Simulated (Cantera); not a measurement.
What does this Cantera script print?

```python
import numpy as np
import cantera as ct

gas_names = [...]  # 47 gases of nasa_gas.yaml made of Cl, H, N, O, Si
cond_names = """
    H2O(s) H2O(L) NH4CL(a) NH4CL(b) Si(cr) Si(L) SiO2(Lqz) SiO2(hqz) SiO2(L) Si2N2O(s) Si3N4(a)
""".split()


# ... load() reads the species with a 1 bar reference pressure and builds the phases ...
atoms = {
    'SiH2Cl2': {'Si': 1, 'H': 2, 'CL': 2},
    'O3': {'O': 3},
    'N2': {'N': 2},
    'O2': {'O': 2},
}
top_T = {'Si2N2O(s)': 2100, 'Si3N4(a)': 2400}  # K; cautious upper limits of use, not melting points


# ... equilibrate(T, P, feed) seeds the gas with the atoms and calls Mixture.equilibrate('TP', solver="vcs", rtol=1e-11, max_steps=5000) ...
results = []
feed = {'SiH2Cl2': 1, 'O3': 3.7, 'N2': 5.6, 'O2': 0.81}  # mol
P = 29  # Pa
for T in [675, 750, 825, 900, 975, 1050, 1125, 1200, 1275]:
    mix = equilibrate(T, P, feed)
    results.append((T, P, feed, dict(zip(mix.species_names, mix.species_moles))))
    x = sorted(zip(gas.X, gas.species_names), reverse=True)
    print(f"T = {T:g} K  P = {P:g} Pa  gas = {mix.phase_moles(0):.4g} mol")
    print("   x: " + "  ".join(f"{s} {v:.3e}" for v, s in x if v > 1e-06))
    print("   condensed (mol): " + ("  ".join(f"{mix.phase(i).name} {mix.phase_moles(i):.4g}"
          for i in range(1, mix.n_phases) if mix.phase_moles(i) > 1e-12) or "none"))
```

Result:

```
T = 675 K  P = 29 Pa  gas = 12.76 mol
   x: N2 4.388e-01  O2 4.044e-01  HCL 9.425e-02  H2O 3.124e-02  CL2 3.124e-02  CL 3.134e-06
   condensed (mol): SiO2(Lqz) 1
T = 750 K  P = 29 Pa  gas = 12.82 mol
   x: N2 4.369e-01  O2 4.071e-01  HCL 1.119e-01  H2O 2.206e-02  CL2 2.205e-02  CL 2.366e-05
   condensed (mol): SiO2(Lqz) 1
T = 825 K  P = 29 Pa  gas = 12.86 mol
   x: N2 4.355e-01  O2 4.089e-01  HCL 1.237e-01  H2O 1.594e-02  CL2 1.588e-02  CL 1.216e-04  NO 3.152e-06
   condensed (mol): SiO2(Lqz) 1
T = 900 K  P = 29 Pa  gas = 12.89 mol
   x: N2 4.346e-01  O2 4.100e-01  HCL 1.313e-01  H2O 1.195e-02  CL2 1.171e-02  CL 4.699e-04  NO 9.568e-06
   condensed (mol): SiO2(hqz) 1
T = 975 K  P = 29 Pa  gas = 12.91 mol
   x: N2 4.338e-01  O2 4.105e-01  HCL 1.361e-01  H2O 9.428e-03  CL2 8.703e-03  CL 1.450e-03  NO 2.448e-05  CLO 1.055e-06
   condensed (mol): SiO2(hqz) 1
T = 1050 K  P = 29 Pa  gas = 12.93 mol
   x: N2 4.330e-01  O2 4.104e-01  HCL 1.385e-01  H2O 8.084e-03  CL2 6.245e-03  CL 3.676e-03  NO 5.472e-05  CLO 2.191e-06
   condensed (mol): SiO2(hqz) 1
T = 1125 K  P = 29 Pa  gas = 12.96 mol
   x: N2 4.321e-01  O2 4.096e-01  HCL 1.385e-01  H2O 7.902e-03  CL 7.679e-03  CL2 4.062e-03  NO 1.098e-04  CLO 3.841e-06  OH 2.569e-06
   condensed (mol): SiO2(hqz) 1
T = 1200 K  P = 29 Pa  gas = 12.99 mol
   x: N2 4.311e-01  O2 4.081e-01  HCL 1.360e-01  CL 1.334e-02  H2O 8.983e-03  CL2 2.312e-03  NO 2.016e-04  OH 8.116e-06  CLO 5.712e-06
   condensed (mol): SiO2(hqz) 1
T = 1275 K  P = 29 Pa  gas = 13.02 mol
   x: N2 4.300e-01  O2 4.059e-01  HCL 1.311e-01  CL 2.013e-02  H2O 1.126e-02  CL2 1.203e-03  NO 3.444e-04  OH 2.369e-05  CLO 7.495e-06  O 4.178e-06
   condensed (mol): SiO2(hqz) 1
```

Cantera equilibrium calculation (NASA polynomials, part measured and part estimated; ideal gas, pure solids and liquids). The tables hold silica as quartz up to 1696 K and as liquid above; real silica turns to tridymite and cristobalite and melts near 1996 K.
